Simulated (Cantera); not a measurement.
Cantera run:

```python
import numpy as np
import cantera as ct

gas_names = """
    Fe FeO Fe(OH)2 H HO2 H2 H2O H2O2 H2S H2SO4 O OH O2 O3 S SH SO SO2 SO3 S2 S2O S8
""".split()
cond_names = """
    Fe(a) Fe(c) Fe(d) Fe(L) FeO(s) FeO(L) Fe(OH)2(s) Fe(OH)3(s) FeS(a) FeS(b) FeS(c) FeS(L) FeSO4(s)
    FeS2(s) Fe2O3(s) Fe2S3O12(s) Fe3O4(s) H2O(s) H2O(L) H2SO4(L) S(cr1) S(cr2) S(L)
""".split()


def load(file, names, dense=False):
    # The tables refer to 1 bar. Condensed volumes are neglected.
    table = {s.name: s for s in ct.Species.list_from_file(file)}
    out = []
    for n in names:
        d = dict(table[n].input_data)
        d["thermo"] = dict(d["thermo"], **{"reference-pressure": 1e5})
        if dense:
            d["equation-of-state"] = {"model": "constant-volume", "density": "1e6 g/cm^3"}
        out.append(ct.Species.from_dict(d))
    return out


gas = ct.Solution(thermo="ideal-gas", species=load("nasa_gas.yaml", gas_names))
cond = {s.name: ct.Solution(thermo="fixed-stoichiometry", species=[s], name=s.name)
        for s in load("nasa_condensed.yaml", cond_names, dense=True)}
atoms = {
    'Fe2O3': {'Fe': 2, 'O': 3},
    'SO2': {'S': 1, 'O': 2},
    'H2O': {'H': 2, 'O': 1},
}
top_T = {'FeSO4(s)': 950, 'FeS2(s)': 1010, 'Fe2O3(s)': 1830, 'Fe2S3O12(s)': 1100, 'Fe3O4(s)': 1870}  # K; cautious upper limits of use, not melting points


def equilibrate(T, P, feed):
    n = {}
    for name, mol in feed.items():
        for a, k in atoms[name].items():
            n[a] = n.get(a, 0.0) + k * mol
    gas.TPX = T, P, n
    mass = sum(n.values()) * gas.mean_molecular_weight
    gas.equilibrate("TP")
    valid = [c for c in cond.values() if c.min_temp <= T <= top_T.get(c.name, c.max_temp)]
    mix = ct.Mixture([(gas, mass / gas.mean_molecular_weight)] + [(c, 0.0) for c in valid])
    mix.T, mix.P = T, P
    mix.equilibrate("TP", solver="vcs", rtol=1e-11, max_steps=5000)
    return mix


results = []
feed = {'Fe2O3': 1, 'SO2': 0.052, 'H2O': 0.44}  # mol
T = 1248.15  # K
P = 101325  # Pa
mix = equilibrate(T, P, feed)
results.append((T, P, feed, dict(zip(mix.species_names, mix.species_moles))))
x = sorted(zip(gas.X, gas.species_names), reverse=True)
print(f"T = {T:g} K  P = {P:g} Pa  gas = {mix.phase_moles(0):.4g} mol")
print("   x: " + "  ".join(f"{s} {v:.3e}" for v, s in x if v > 0.0001))
print("   condensed (mol): " + ("  ".join(f"{mix.phase(i).name} {mix.phase_moles(i):.4g}"
      for i in range(1, mix.n_phases) if mix.phase_moles(i) > 1e-12) or "none"))
```

Result:

```
T = 1248.15 K  P = 101325 Pa  gas = 0.492 mol
   x: H2O 8.943e-01  SO2 1.057e-01
   condensed (mol): Fe2O3(s) 1  Fe3O4(s) 1.819e-05
```

Cantera equilibrium calculation (NASA polynomials, part measured and part estimated; ideal gas, pure solids and liquids).
